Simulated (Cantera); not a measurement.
A closed system holds: 1 mol B2H6, 0.31 mol H2O, 4.9 mol H2, held at 7.50 Torr.

Method: chemical equilibrium by Gibbs-energy minimisation in Cantera with the NASA 1993 tables (ideal gas, pure condensed phases). Candidate condensed phases: B, B2O3, B3O3H3, H2O; 23 gas species. The feed counts by its element totals alone. Mutual solubility and eutectic melting of coexisting phases are not modelled. Kinetics and transport are ignored.

Question: At 1077 °C, list the 4 most abundant gas species with their mole fractions, and the condensed phases.

Answer: H2 0.993, HBO 0.00581, B3O3H3 0.000691, B2O2 0.000398. Condensed: B(s) + B2O3(l).
